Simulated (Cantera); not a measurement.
## Equilibrium for halide evaporation, hydrolysis and transport: PbI2 + H2

Charge: 1 mol PbI2, a varied amount of H2, held at 1875 K and 0.00225 Torr.

Equilibrium computed with Cantera from the NASA thermochemical tables; the gas is ideal and each condensed phase is pure. Candidate condensed phases: I2, Pb, PbI2; 10 gas species. Rates play no part.

| n(H2) (mol) | log p H2 | log p H | log p I | log p Pb | log p HI | log p PbI |
|---|---|---|---|---|---|---|
| 47 | -5.71 | -6.04 | -6.99 | -7.29 | -9.92 | -13.06 |
| 62 | -5.71 | -6.04 | -7.11 | -7.41 | -10.03 | -13.29 |
| 80 | -5.70 | -6.03 | -7.21 | -7.51 | -10.14 | -13.50 |
| 100 | -5.70 | -6.03 | -7.31 | -7.61 | -10.23 | -13.69 |
| 130 | -5.70 | -6.03 | -7.42 | -7.72 | -10.34 | -13.91 |
| 170 | -5.69 | -6.03 | -7.53 | -7.83 | -10.45 | -14.14 |
| 230 | -5.69 | -6.03 | -7.66 | -7.96 | -10.58 | -14.40 |
| 290 | -5.69 | -6.03 | -7.76 | -8.06 | -10.68 | -14.60 |
| 380 | -5.69 | -6.03 | -7.88 | -8.18 | -10.80 | -14.83 |
| 490 | -5.69 | -6.03 | -7.99 | -8.29 | -10.91 | -15.05 |
log p: log10 of the partial pressure in bar; nothing condenses.

From 47 mol H2 to 490 mol H2 nothing is condensed. The main Pb-bearing gas is Pb throughout.
